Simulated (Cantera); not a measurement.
Feed: 1 mol n-butane, 0.5 mol O2, held at 650 °C and 0.100 bar.

These are equilibrium values from Cantera (NASA tables, ideal gas, pure condensed phases), not measurements of a reactor. Candidate condensed phases: C, C6H6, C7H8, C8H18, H2O; 110 gas species. Rates play no part.

Base state: H2 0.818, CO 0.143, H2O 0.0180, CH4 0.0155, CO2 0.00639 (mole fractions); condensed: C(graphite).

### Question
What changes in the equilibrium state with this change: O2 from 0.5 to 0.13 mol?

### Answer
```tsv
species	before	after
H2	0.818	0.930
CO	0.143	0.0434
CH4	0.0155	0.0201
H2O	0.0180	0.00621
CO2	0.00639	0.000591
C(graphite), mol	3.05	3.67
```

### Question
What changes in the equilibrium state with this change: n-butane replaced by CO?

### Answer
```csv
species,before,after
CO2,0.00639,1.00
CO,0.143,6.36e-8
H2,0.818,0
H2O,0.0180,0
CH4,0.0155,0
"C(graphite), mol",3.05,0
```
